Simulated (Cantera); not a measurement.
A closed system holds: 1 mol Si, 0.44 mol CO2, 2.1 mol CO, held at 0.150 bar.

These are equilibrium values from Cantera (NASA tables, ideal gas, pure condensed phases), not measurements of a reactor. Candidate condensed phases: C, Si, SiC, SiO2; 20 gas species. Kinetics and transport are ignored.

Q: Which condensed phases are stable at each of these points (T (°C)): 427, 477, 527, 577, 627, 677, 727, 777, 827?

A: 
```tsv
T (°C)	condensed phases	Si condensed (%)
427	C(graphite) + SiO2(α-quartz)	100.0
477	C(graphite) + SiO2(α-quartz)	100.0
527	C(graphite) + SiO2(α-quartz)	100.0
577	C(graphite) + SiO2(β-quartz)	100.0
627	C(graphite) + SiO2(β-quartz)	100.0
677	C(graphite) + SiO2(β-quartz)	100.0
727	C(graphite) + SiO2(β-quartz)	100.0
777	C(graphite) + SiO2(β-quartz)	100.0
827	C(graphite) + SiO2(β-quartz)	100.0
```

From 427 °C to 527 °C the condensed part is C(graphite) + SiO2(α-quartz). From 577 °C to 827 °C the condensed part is C(graphite) + SiO2(β-quartz).
